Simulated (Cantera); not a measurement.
A closed system holds: 1 mol SiH₂Cl₂, 0.15 mol O₂, 0.42 mol H₂, held at 13.3 mbar.

Equilibrium computed with Cantera from the NASA thermochemical tables; the gas is ideal and each condensed phase is pure. Candidate condensed phases: H₂O, Si, SiO₂; 30 gas species. The tables' values for SiCl₃ are old estimates; treat these amounts as uncertain. Kinetics and transport are ignored. All values below are at 452 °C.

Base state: H₂ 0.727, SiCl₄ 0.235, SiHCl₃ 0.0359, HCl 0.00147, SiH₂Cl₂ 0.000382, SiCl₃ 4.75e-5 (mole fractions); condensed: Si(s) + SiO₂(α-quartz).

Q: What changes in the equilibrium state with this change: SiH₂Cl₂ replaced by SiCl₄?

A: 
| species | before | after |
|---|---|---|
| SiCl₄ | 0.235 | 0.541 |
| HCl | 0.00147 | 0.382 |
| H₂ | 0.727 | 0.0764 |
| SiHCl₃ | 0.0359 | 3.34e-5 |
| SiH₂Cl₂ | 0.000382 | <1e-9 |
| SiCl₃ | 4.75e-5 | 1.36e-7 |
| Si(s), mol | 0.333 | 0 |
| SiO₂(α-quartz), mol | 0.150 | 0.150 |

Q: What changes in the equilibrium state with this change: SiH₂Cl₂ replaced by HMDSO?

A: 
```json
[
 {"species": "H₂", "before": "0.727", "after": "0.940"},
 {"species": "CH₄", "before": "0", "after": "0.0604"},
 {"species": "SiCl₄", "before": "0.235", "after": "0"},
 {"species": "SiHCl₃", "before": "0.0359", "after": "0"},
 {"species": "HCl", "before": "0.00147", "after": "0"},
 {"species": "SiH₂Cl₂", "before": "0.000382", "after": "0"},
 {"species": "Si(s), mol", "before": "0.333", "after": "0"},
 {"species": "SiO₂(α-quartz), mol", "before": "0.150", "after": "0.650"},
 {"species": "C(graphite), mol", "before": "0", "after": "4.11"},
 {"species": "SiC(s), mol", "before": "0", "after": "1.35"}
]
```
The feed counts by its element totals alone. Further candidate phases: C, C₆H₆, C₇H₈, C₈H₁₈, SiC.
